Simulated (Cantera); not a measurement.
# Gas activation for diamond growth

An isothermal, constant-pressure homogeneous reactor starts with CH4 : H2 : H = 0.024 : 1 : 0.0081 (molar parts), at 2550 K and 20.0 Torr.

Cantera simulation using GRI-Mech 3.0 (53 species, 325 reactions); the numbers are that mechanism's predictions, not measurements. GRI-Mech 3.0 stops at C3 and has no aromatics, soot or wall deposition, so with more carbon than oxygen in the feed, carbon stays in small species such as C2H2 where larger ones or solid carbon would form. Radical loss at walls, strong at low pressure, is not modelled.

```json
[
 {"t (s)": "9.00e-5", "x CH4": "0.0191", "x H2": "0.967", "x H": "0.0104", "x C2H2": "8.04e-5", "x C2H6": "1.09e-6", "x C2H": "6.83e-8"},
 {"t (s)": "0.000260", "x CH4": "0.0158", "x H2": "0.960", "x H": "0.0180", "x C2H2": "0.000791", "x C2H6": "1.53e-6", "x C2H": "1.18e-6"},
 {"t (s)": "0.000754", "x CH4": "0.00810", "x H2": "0.952", "x H": "0.0301", "x C2H2": "0.00482", "x C2H6": "7.09e-7", "x C2H": "1.21e-5"},
 {"t (s)": "0.00218", "x CH4": "0.00175", "x H2": "0.946", "x H": "0.0411", "x C2H2": "0.00954", "x C2H6": "4.44e-8", "x C2H": "3.29e-5"},
 {"t (s)": "0.00632", "x CH4": "0.000272", "x H2": "0.936", "x H": "0.0523", "x C2H2": "0.0108", "x C2H6": "1.31e-9", "x C2H": "4.79e-5"},
 {"t (s)": "0.0183", "x CH4": "4.31e-5", "x H2": "0.920", "x H": "0.0685", "x C2H2": "0.0109", "x C2H6": "4.07e-11", "x C2H": "6.45e-5"},
 {"t (s)": "0.0529", "x CH4": "9.17e-6", "x H2": "0.889", "x H": "0.0999", "x C2H2": "0.0107", "x C2H6": "2.44e-12", "x C2H": "9.58e-5"},
 {"t (s)": "0.153", "x CH4": "3.51e-6", "x H2": "0.842", "x H": "0.148", "x C2H2": "0.0104", "x C2H6": "<1e-12", "x C2H": "0.000145"},
 {"t (s)": "0.443", "x CH4": "2.40e-6", "x H2": "0.817", "x H": "0.173", "x C2H2": "0.0102", "x C2H6": "<1e-12", "x C2H": "0.000172"},
 {"t (s)": "1.28", "x CH4": "2.36e-6", "x H2": "0.816", "x H": "0.174", "x C2H2": "0.0102", "x C2H6": "<1e-12", "x C2H": "0.000173"},
 {"t (s)": "3.71", "x CH4": "2.36e-6", "x H2": "0.816", "x H": "0.174", "x C2H2": "0.0102", "x C2H6": "<1e-12", "x C2H": "0.000173"},
 {"t (s)": "10.7", "x CH4": "2.36e-6", "x H2": "0.816", "x H": "0.174", "x C2H2": "0.0102", "x C2H6": "<1e-12", "x C2H": "0.000173"},
 {"t (s)": "31.1", "x CH4": "2.36e-6", "x H2": "0.816", "x H": "0.174", "x C2H2": "0.0102", "x C2H6": "<1e-12", "x C2H": "0.000173"},
 {"t (s)": "90.0", "x CH4": "2.36e-6", "x H2": "0.816", "x H": "0.174", "x C2H2": "0.0102", "x C2H6": "<1e-12", "x C2H": "0.000173"}
]
```
x: mole fraction; the columns are a selection and need not sum to one.

Equilibrium at this temperature and pressure: CH4 2.38e-6, H2 0.816, H 0.174, C2H2 0.0102, C2H6 <1e-12, C2H 0.000173 (gas phase only).
